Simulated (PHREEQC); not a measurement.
Make-up at 71 °C: 0.11 mol/kgw K2CO3 and 0.0055 mol/kgw Fe(NO3)3. Closed to the air; pH follows from the charge balance.

Computed with PHREEQC (ion-association model, wateq4f.dat).

Each row changes one thing in this solution. Precipitation was switched off in this run.

```csv
case,pH,ionic strength (mol/kgw),Fe(OH)3 (mol/kgw),Fe(OH)2+ (mol/kgw),SI of Goethite (FeOOH),SI of Hematite (Fe2O3)
as made,10.18,0.304,5.22e-5,7.24e-9,+8.30,+18.79
diluted 10-fold with water,[?],0.0285,8.52e-6,1.17e-9,+7.48,+17.16
Fe(NO3)3 from 0.0055 to 0.00275 mol/kgw,10.39,0.313,1.59e-5,1.35e-9,+7.78,+17.76
Fe(NO3)3 from 0.0055 to 0.00495 mol/kgw,10.22,0.306,4.28e-5,5.41e-9,+8.21,+18.62
K2CO3 from 0.11 to 0.011 mol/kgw,6.52,0.0238,0.00366,0.00177,+10.12,+22.42
0.1 mol/kgw CsBr added,10.15,0.404,5.35e-5,[?],+8.32,+18.84
diluted 100-fold with water,[?],0.00247,3.01e-6,1.22e-9,+7.03,+16.25
K2CO3 replaced by K3PO4 at the same molality,11.11,[?],5.62e-6,1.02e-10,+7.36,+16.91
```

Task: Complete the blanks.

Result: 
- diluted 10-fold with water, pH: 10.07
- 0.1 mol/kgw CsBr added, Fe(OH)2+ (mol/kgw): 8.36e-9
- diluted 100-fold with water, pH: 9.55
- K2CO3 replaced by K3PO4 at the same molality, ionic strength (mol/kgw): 0.537

Complexes and solids missing from the database can't appear. Some of these states are supersaturated (in Hematite (slow to form), Goethite (slow to form), for instance). Constants without temperature data keep their 25 °C values here.
